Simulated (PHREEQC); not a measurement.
## Alkaline etch or developer: speciation

Solution (20 °C): 4.5 mmol/kgw NH3 and 19 mmol/kgw Na2SiO3. Closed to the air; pH follows from the charge balance.

All values are PHREEQC results (ion-association model, wateq4f.dat), not measurements.

Each row changes one thing in this solution. Precipitation was switched off in this run.

| case | pH | ionic strength (mol/kgw) | NH4+ (mol/kgw) |
|---|---|---|---|
| as made | 12.30 | 0.0406 | 6.76e-6 |
| Na2SiO3 replaced by NaAlO2 at the same molality | 10.60 | … | 0.000307 |
| temperature from 20 to 40 °C | 11.69 | 0.0403 | 7.17e-6 |
| Na2SiO3 replaced by NaHCO3 at the same molality | 9.33 | 0.0234 | 0.00259 |
| Na2SiO3 replaced by Na2SiF6 at the same molality | 4.04 | 0.0602 | … |
| temperature from 20 to 85 °C | … | … | 6.10e-6 |

### Question
Some entries are withheld; supply them.

### Answer

- Na2SiO3 replaced by NaAlO2 at the same molality, ionic strength (mol/kgw): 0.0193
- Na2SiO3 replaced by Na2SiF6 at the same molality, NH4+ (mol/kgw): 0.00450
- temperature from 20 to 85 °C, pH: 10.68
- temperature from 20 to 85 °C, ionic strength (mol/kgw): 0.0395

Some of these states are supersaturated (in Boehmite (slow to form), Gibbsite (slow to form), Quartz (slow to form), for instance). At this temperature some constants are extrapolated from 25 °C, and those without enthalpy data are left unchanged. SiF6-2 is the database's only silicon fluoride.
